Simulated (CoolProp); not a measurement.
Values from CoolProp's reference Helmholtz-energy equation of state, Zhou 2011.

### Question
For dimethyl carbonate, give the phase and the cv (kJ/(kg K)) at 71.85 °C and 0.0303 MPa.

### Answer
- 71.85 °C and 0.0303 MPa: gas; cv 1.21
